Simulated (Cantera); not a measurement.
Adiabatic ignition

An adiabatic, constant-pressure homogeneous reactor starts with CO : H2 : O2 : N2 = 1 : 0.69 : 1.92 : 7.22 (molar parts), equivalence ratio 0.44, at 1150 K and 11.0 bar.

Model: GRI-Mech 3.0 (53 species, 325 reactions), integrated in Cantera. The hydrogen kinetics of GRI-Mech 3.0 are dated; newer H2 mechanisms differ, most at raised pressure.

```csv
t (s),T (K),x CO,x H2,x O2,x N2O,x O
4.00e-6,1150,0.0923,0.0637,0.177,<1e-12,3.62e-9
8.62e-6,1150,0.0923,0.0637,0.177,<1e-12,5.11e-9
1.86e-5,1150,0.0923,0.0637,0.177,2.11e-12,1.02e-8
4.00e-5,1150,0.0923,0.0637,0.177,1.23e-11,4.01e-8
8.62e-5,1151,0.0923,0.0636,0.177,2.13e-10,5.11e-7
0.000186,1257,0.0898,0.0525,0.171,1.84e-8,7.28e-5
0.000400,2297,0.00105,0.000128,0.107,1.79e-6,0.000484
0.000862,2297,0.00104,0.000127,0.107,1.79e-6,0.000483
0.00186,2296,0.00104,0.000127,0.107,1.79e-6,0.000481
0.00400,2295,0.00103,0.000126,0.107,1.78e-6,0.000476
0.00862,2292,0.00102,0.000125,0.106,1.77e-6,0.000467
0.0186,2287,0.000995,0.000122,0.105,1.76e-6,0.000452
0.0400,2281,0.000965,0.000119,0.103,1.75e-6,0.000434
0.0862,2277,0.000946,0.000117,0.102,1.75e-6,0.000422
0.186,2277,0.000942,0.000116,0.102,1.75e-6,0.000420
0.400,2277,0.000942,0.000116,0.102,1.75e-6,0.000420
```
x: mole fraction; the columns are a selection and need not sum to one.

```json
{
 "time_of_steepest_temperature_rise": "0.191 ms",
 "temperature at 0.400 s": "2277 K",
 "equilibrium_temperature": "2277 K",
 "x(CO) at 0.400 s": "0.000942 (gas-phase equilibrium 0.000942)",
 "x(H2) at 0.400 s": "0.000116 (gas-phase equilibrium 0.000116)",
 "x(O2) at 0.400 s": "0.102 (gas-phase equilibrium 0.102)"
}
```
